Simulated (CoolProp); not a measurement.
Fluoroethane (R161) along the isobar 0.983 MPa: Z from the reference equation and from simpler models built on Tc = 375.2 K, pc = 5.010 MPa, ω = 0.216; each cubic takes its own stable root.

Model: reference Helmholtz-energy equation of state, Wu 2012, in CoolProp.

| T (K) | phase | reference |
|---|---|---|
| 187.9 | liquid | 0.03427 |
| 197.4 | liquid | 0.03308 |
| 206.8 | liquid | 0.03203 |
| 216.3 | liquid | 0.03108 |
| 225.7 | liquid | 0.03024 |
| 235.2 | liquid | 0.02948 |
| 244.6 | liquid | 0.02883 |
| 254.1 | liquid | 0.02825 |
| 263.6 | liquid | 0.02777 |
| 273 | liquid | 0.02737 |
| 282.5 | liquid | 0.02706 |
| 291.9 | liquid | 0.02686 |
| 301.4 | gas | 0.8301 |

### Question
How far does each simpler model (van der Waals, Redlich-Kwong, Soave-Redlich-Kwong) lie from the reference over these 13 states: mean and median of the absolute difference, and the worst?

### Answer
- van der Waals: mean 991.3 %, median 75.1 %, worst +3183.7 % at 291.9 K and 0.983 MPa
- Redlich-Kwong: mean 251.4 %, median 19.4 %, worst +3047.1 % at 291.9 K and 0.983 MPa
- Soave-Redlich-Kwong: mean 15.8 %, median 16.3 %, worst +19.9 % at 291.9 K and 0.983 MPa

At some of these states van der Waals, Redlich-Kwong gives the other phase, because its saturation line lies elsewhere.
